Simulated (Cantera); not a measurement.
**Gas-phase reforming**

An isothermal, constant-pressure homogeneous reactor starts with CH₄ : CO₂ : H₂ = 1 : 4.5 : 0.43 (molar parts), at 1473 K and 128 Torr.

Detailed kinetics in Cantera: GRI-Mech 3.0 (53 species, 325 reactions).

```csv
t (s),x CH₄,x CO₂,x H₂,x CH₂,x C₂H₆,x C₂H₄
1.00e-5,0.169,0.759,0.0725,<1e-12,<1e-12,<1e-12
3.28e-5,0.169,0.759,0.0725,<1e-12,7.50e-12,1.42e-12
0.000107,0.169,0.759,0.0725,<1e-12,2.79e-10,6.99e-11
0.000351,0.169,0.759,0.0725,8.14e-12,9.86e-9,2.74e-9
0.00115,0.169,0.759,0.0725,8.16e-11,3.20e-7,9.65e-8
0.00377,0.169,0.759,0.0725,5.74e-10,7.30e-6,2.73e-6
0.0124,0.168,0.758,0.0723,1.82e-9,5.51e-5,4.28e-5
0.0405,0.167,0.756,0.0713,3.48e-9,0.000133,0.000360
0.133,0.163,0.747,0.0689,3.84e-9,0.000147,0.00109
0.434,0.150,0.716,0.0637,4.06e-9,0.000138,0.00130
1.42,0.113,0.633,0.0522,5.26e-9,0.000109,0.00104
4.66,0.0474,0.487,0.0449,9.38e-9,4.02e-5,0.000470
15.3,0.0141,0.373,0.0689,7.05e-9,5.57e-6,0.000206
50.0,0.00793,0.298,0.101,1.82e-9,1.13e-6,7.83e-5
```
x: mole fraction; the columns are a selection and need not sum to one.

Equilibrium at this temperature and pressure: CH₄ 7.87e-10, CO₂ 0.259, H₂ 0.124, CH₂ <1e-12, C₂H₆ <1e-12, C₂H₄ <1e-12 (gas phase only).
